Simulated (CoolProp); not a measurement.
C2F6 (R116) along the isotherm 303.8 K: density (kg/m³) from the reference equation and from simpler models built on Tc = 293.0 K, pc = 3.048 MPa, ω = 0.257; each cubic takes its own stable root.

The numbers come from the reference Helmholtz-energy equation of state, Lemmon 2006 in CoolProp. It is a short technical equation, of lower accuracy than the large ones.

| p (MPa) | phase | reference |
|---|---|---|
| 0.0241 | gas | 1.320 |
| 0.0548 | gas | 3.010 |
| 0.125 | gas | 6.914 |
| 0.284 | gas | 15.96 |
| 0.646 | gas | 37.76 |
| 1.47 | gas | 95.62 |
| 3.35 | supercritical | 356.4 |
| 7.62 | supercritical | 1058 |

Problem. How far does each simpler model (ideal gas, van der Waals, Redlich-Kwong, Soave-Redlich-Kwong) lie from the reference over these 8 states: mean and median of the absolute difference, and the worst?

Solution. 
- ideal gas: mean 17.1 %, median 4.6 %, worst -60.7 % at 303.8 K and 7.62 MPa
- van der Waals: mean 3.7 %, median 0.3 %, worst -23.3 % at 303.8 K and 7.62 MPa
- Redlich-Kwong: mean 1.4 %, median 0.2 %, worst -7.5 % at 303.8 K and 7.62 MPa
- Soave-Redlich-Kwong: mean 1.5 %, median 0.1 %, worst -9.1 % at 303.8 K and 7.62 MPa
